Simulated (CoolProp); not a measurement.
A simple Rankine cycle with n-perfluoropentane: condensing at 315.15 K, boiler at 0.645 MPa, turbine inlet 499 K, turbine efficiency 0.8, pump efficiency 0.7, no recuperator. Each further row changes one setting.

Values from CoolProp's reference Helmholtz-energy equation of state, Gao 2022.

```
case                             thermal efficiency (%)  net work (kJ/kg)  heat in (kJ/kg)  turbine exit temperature (K)  volume ratio over the turbine
-------------------------------  ----------------------  ----------------  ---------------  ----------------------------  -----------------------------
as stated                                           5.7              14.9              260                         481.8                           4.12
condensing temperature 307.15 K                     6.6              17.8                …                         478.7                           5.40
boiler pressure 0.451 MPa                           4.3                 …                …                             …                           2.86
turbine efficiency 0.7                                …              13.0              260                         483.7                           4.14
```

Q: Complete the blanks.

A: 
- condensing temperature 307.15 K, heat in (kJ/kg): 269
- boiler pressure 0.451 MPa, net work (kJ/kg): 11.3
- boiler pressure 0.451 MPa, heat in (kJ/kg): 261
- boiler pressure 0.451 MPa, turbine exit temperature (K): 486.4
- turbine efficiency 0.7, thermal efficiency (%): 5.0
